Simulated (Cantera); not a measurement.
Charge: 1 mol B2O3, 43 mol HF, 26 mol N2, equilibrated at 1325 °C and 10.0 Torr.

Cantera equilibrium calculation (NASA polynomials, part measured and part estimated; ideal gas, pure solids and liquids). Candidate condensed phases: B, BN, B2O3, B3O3H3, H2O; 62 gas species. Gases not in the tables: H3BO3. The numbers say what is thermodynamically allowed, not how fast it happens.

Base state: HF 0.572, N2 0.375, H2O 0.0238, BOF 0.0187, BF3 0.00984, HBO2 0.000278, H2 0.000167, O2 6.39e-5 (mole fractions); condensed: gas only.

**Question.** What changes in the equilibrium state with this change: HF from 43 to 1.7 mol?

**Answer.** 
```csv
species,before,after
N2,0.375,0.906
BOF,0.0187,0.0473
HBO2,0.000278,0.0196
HF,0.572,0.0118
H2O,0.0238,0.0138
B2O3,1.54e-7,0.00133
BF3,0.00984,1.84e-5
BO2,4.74e-7,3.82e-5
```
